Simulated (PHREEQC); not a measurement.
Solution (25 °C): 49 mmol/kgw H2SO4, 0.031 mmol/kgw AlCl3 and 6.7 mmol/kgw CuCl2. Closed to the air; pH follows from the charge balance.

Model: ion-association model, phreeqc.dat, run in PHREEQC.

```csv
quantity,before,after
pH,1.27,0.67
ionic strength (mol/kgw),0.0918,0.322
HSO4- (mol/kgw),0.0337,0.213
SO4-2 (mol/kgw),0.0133,0.0303
Cu+2 (mol/kgw),0.00467,0.00475
CuSO4 (mol/kgw),0.00196,0.00190
```

Q: What was changed between the two runs?
A. H2SO4 from 0.049 to 0.0245 mol/kgw
B. H2SO4 from 0.049 to 0.245 mol/kgw
C. CuCl2 from 0.0067 to 0.00335 mol/kgw
D. temperature from 25 to 50 °C
E. 0.035 mol/kgw KCl added

A: B, H2SO4 from 0.049 to 0.245 mol/kgw

No solid was allowed to form.
